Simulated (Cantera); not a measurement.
Input (Python, Cantera):

```python
import numpy as np
import cantera as ct

gas = ct.Solution("gri30.yaml")


def delay(T, t_max=10):
    gas.TPX = T, 40000, {'CH4': 1, 'O2': 2.33, 'N2': 9.77}
    reactor = ct.IdealGasReactor(gas, clone=False)
    net = ct.ReactorNet([reactor])
    net.rtol, net.atol = 1e-8, 1e-16
    while net.time < t_max:
        t_old, T_old = net.time, reactor.T
        net.step()
        if reactor.T > T + 400:  # ignition: a rise of 400 K
            return t_old + (T + 400 - T_old) / (reactor.T - T_old) * (net.time - t_old)
    return np.nan


taus = []
for T in [1100, 1150, 1200, 1250, 1300, 1350, 1400, 1450, 1500, 1550]:
    taus.append(delay(T))
    print(f"T0 = {T:6g} K   tau = {taus[-1]:.4e} s")
```

Result:

```
T0 =   1100 K   tau = 4.6196e-01 s
T0 =   1150 K   tau = 2.0386e-01 s
T0 =   1200 K   tau = 9.4134e-02 s
T0 =   1250 K   tau = 4.5404e-02 s
T0 =   1300 K   tau = 2.2869e-02 s
T0 =   1350 K   tau = 1.2047e-02 s
T0 =   1400 K   tau = 6.6557e-03 s
T0 =   1450 K   tau = 3.8654e-03 s
T0 =   1500 K   tau = 2.3588e-03 s
T0 =   1550 K   tau = 1.5067e-03 s
```

Cantera simulation using GRI-Mech 3.0 (53 species, 325 reactions); the numbers are that mechanism's predictions, not measurements.
